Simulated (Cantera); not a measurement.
Source: NASA polynomial tables (part measured, part estimated), evaluated in Cantera. Values are per mole of reaction as written; species without (g) are pure solids or liquids, kept so even where they would boil at 1 bar.

N2(g) + Ta2O5 ⇌ 2 TaO2(g) + N2O(g)

| T (K) | ΔH° (kJ) | ΔS° (J/K) | ΔG° (kJ) | log10 K | condensed phases |
|---|---|---|---|---|---|
| 300 | 1725.9 | 445.5 | 1592.2 | -277.22 | Ta2O5(s) |
| 773 | … | … | … | … | Ta2O5(s) |
| 973 | 1697.3 | 396.9 | 1311.2 | -70.39 | Ta2O5(s) |
| 1173 | 1687.4 | 387.6 | 1232.7 | -54.89 | Ta2O5(s) |
| 1373 | … | … | … | … | Ta2O5(s) |
| 1573 | … | … | … | … | Ta2O5(s) |
| 1773 | 1655.2 | 365.6 | 1007.1 | -29.67 | Ta2O5(s) |
| 1973 | 1643.9 | 359.5 | 934.6 | -24.74 | Ta2O5(s) |
| 2173 | … | … | … | … | Ta2O5(l) |
| 2373 | 1487.1 | 284.3 | 812.4 | -17.88 | Ta2O5(l) |

Task: What belongs in the gaps?

Result: 
- 773, ΔH° (kJ): 1706.6
- 773, ΔS° (J/K): 407.5
- 773, ΔG° (kJ): 1391.6
- 773, log10 K: -94.03
- 1373, ΔH° (kJ): 1677.1
- 1373, ΔS° (J/K): 379.5
- 1373, ΔG° (kJ): 1156.0
- 1373, log10 K: -43.98
- 1573, ΔH° (kJ): 1666.3
- 1573, ΔS° (J/K): 372.2
- 1573, ΔG° (kJ): 1080.9
- 1573, log10 K: -35.89
- 2173, ΔH° (kJ): 1507.3
- 2173, ΔS° (J/K): 293.2
- 2173, ΔG° (kJ): 870.1
- 2173, log10 K: -20.92
